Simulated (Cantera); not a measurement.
Input (Python, Cantera):

```python
import numpy as np
import cantera as ct

gas = ct.Solution("gri30.yaml")
gas.TPX = 1698, 2666, {'CH4': 0.018, 'H2': 1, 'CO2': 0.013}
inlet = ct.Reservoir(gas, clone=True)

reactor = ct.IdealGasConstPressureReactor(gas, energy="off", clone=False)
exhaust = ct.Reservoir(gas, clone=True)
tau = [16, 3.5, 0.77, 0.17, 0.036, 0.0078, 0.0017, 0.00037][0]
for a, b in ((inlet, reactor), (reactor, exhaust)):
    ct.MassFlowController(a, b, mdot=lambda t: reactor.mass / tau)
net = ct.ReactorNet([reactor])
show = ['CH4', 'H2', 'CO2', 'HO2', 'OH']

rows = []
print(f"{'tau/s':>10s}{'T/K':>9s}" + "".join(f"{s:>11s}" for s in show))
for tau in [16, 3.5, 0.77, 0.17, 0.036, 0.0078, 0.0017, 0.00037]:
    net.initial_time = 0.0
    net.advance(30 * tau)
    before = gas.X
    net.advance(40 * tau)
    drift = np.max(np.abs(gas.X - before) / (gas.X + 1e-9))
    rows.append([gas.T, *gas[show].X, drift])
    print(f"{tau:10.3e}{gas.T:9.1f}" + "".join(f"{x:11.3e}" for x in gas[show].X))
```

It prints:

```
     tau/s      T/K        CH4         H2        CO2        HO2         OH
 1.600e+01   1698.0  3.745e-03  9.648e-01  1.089e-04  4.096e-16  4.745e-07
 3.500e+00   1698.0  6.982e-03  9.626e-01  3.434e-04  5.174e-16  5.109e-07
 7.700e-01   1698.0  1.161e-02  9.610e-01  1.371e-03  6.037e-16  4.645e-07
 1.700e-01   1698.0  1.555e-02  9.624e-01  4.854e-03  7.551e-16  3.127e-07
 3.600e-02   1698.0  1.717e-02  9.676e-01  1.054e-02  5.692e-16  9.406e-08
 7.800e-03   1698.0  1.742e-02  9.697e-01  1.246e-02  2.315e-16  1.767e-08
 1.700e-03   1698.0  1.745e-02  9.699e-01  1.260e-02  6.199e-17  3.768e-09
 3.700e-04   1698.0  1.746e-02  9.699e-01  1.261e-02  1.016e-17  8.086e-10
```

Computed with Cantera and GRI-Mech 3.0 (53 species, 325 reactions). Radical loss at walls, strong at low pressure, is not modelled.
